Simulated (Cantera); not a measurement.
A freely propagating, adiabatic, planar premixed flame of H2 : O2 : N2 = 1 : 0.417 : 1.57 (molar parts), unburnt at 450 K and 100.0 Torr; multicomponent+Soret transport, grid criteria slope 0.08 and curve 0.16, no radiation.

Computed with Cantera and the H2/O2 subset of GRI-Mech 3.0, which has no nitrogen chemistry. Burning velocities carry a grid error of a few per cent, more on coarse grids.

### Question
Predict: laminar burning velocity; thermal thickness; peak x(HO2); peak x(H2O2); peak x(O).

### Answer
```
Property                     Value
------------------------  --------
laminar burning velocity  374 cm/s
thermal thickness          5.76 mm
peak x(HO2)                8.96e-5
peak x(H2O2)               7.71e-6
peak x(O)                   0.0113
```
